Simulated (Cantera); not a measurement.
Charge: 1 mol Al, 1.1 mol H₂O, 3.1 mol N₂, held at 2000 K and 100 Torr.

Cantera equilibrium calculation (NASA polynomials, part measured and part estimated; ideal gas, pure solids and liquids). Candidate condensed phases: Al, AlN, Al₂O₃, H₂O; 35 gas species. Mutual solubility and eutectic melting of coexisting phases are not modelled. Condensed phases not in the tables: aluminium oxynitride. Equilibrium is a limit: real reactors are often held back by kinetics, nucleation or transport.

Base state: N₂ 0.728, H₂ 0.269, H 0.00231, Al 0.000494, Al₂O 0.000277, AlH 2.61e-5, H₂O 1.90e-5 (mole fractions); condensed: AlN(s) + Al₂O₃(s).

Task: What changes in the equilibrium state with this change: Al replaced by Al(CH₃)₃?

Result: 
| species | before | after |
|---|---|---|
| H₂ | 0.269 | 0.595 |
| N₂ | 0.728 | 0.276 |
| CO | 0 | 0.118 |
| Al | 0.000494 | 0.000802 |
| HCN | 0 | 0.00598 |
| C₂H₂ (acetylene) | 0 | 0.000457 |
| HNC | 0 | 0.000340 |
| CH₄ | 0 | 2.00e-5 |
| H₂O | 1.90e-5 | 1.10e-6 |
| AlN(s), mol | 0.263 | 0.992 |
| Al₂O₃(s), mol | 0.366 | 0 |
| C(graphite), mol | 0 | 1.83 |
The feed counts by its element totals alone. Further candidate phases: C, C₆H₆, C₇H₈, C₈H₁₈.
